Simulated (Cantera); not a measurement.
A closed system holds: 1 mol HMDSO, 0.63 mol N2O, 140 mol N2, held at 1648.15 K and 100000 Pa.

These are equilibrium values from Cantera (NASA tables, ideal gas, pure condensed phases), not measurements of a reactor. Candidate condensed phases: C, C6H6, C7H8, C8H18, H2O, Si, SiC, SiO2, Si2N2O, Si3N4; 151 gas species. The feed counts by its element totals alone. The numbers say what is thermodynamically allowed, not how fast it happens.

Base state: N2 0.935, H2 0.0599, CO 0.00422, HCN 0.000647, H 2.18e-5, HNC 1.69e-5 (mole fractions); condensed: C(graphite) + Si2N2O(s).

### Question
What changes in the equilibrium state with this change: temperature from 1648.15 K to 873 K?

### Answer
```csv
species,before,after
N2,0.935,0.941
H2,0.0599,0.0576
CH4,4.81e-6,0.00149
CO,0.00422,1.64e-5
H,2.18e-5,<1e-9
HNC,1.69e-5,<1e-9
"C(graphite), mol",5.27,5.78
"Si2N2O(s), mol",1.000,0.791
"SiO2(β-quartz), mol",0,0.418
```
